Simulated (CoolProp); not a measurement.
A simple Rankine cycle with cis-2-butene: condensing at 309.15 K, boiler at 0.757 MPa, turbine inlet 494.2 K, turbine efficiency 0.75, pump efficiency 0.7, no recuperator. Each further row changes one setting.

Values from CoolProp's reference Helmholtz-energy equation of state, Lemmon 2005. It is a short technical equation, of lower accuracy than the large ones.

```csv
case,thermal efficiency (%),net work (kJ/kg),heat in (kJ/kg),turbine exit temperature (K),volume ratio over the turbine
as stated,6.4,46.5,723,469.2,2.45
turbine inlet 514.2 K,6.3,48.7,768,489.2,2.45
condensing temperature 301.15 K,7.9,58.6,741,462.9,3.10
boiler pressure 0.53 MPa,4.0,29.3,727,479.0,1.73
turbine efficiency 0.65,5.6,40.2,723,472.2,2.47
```
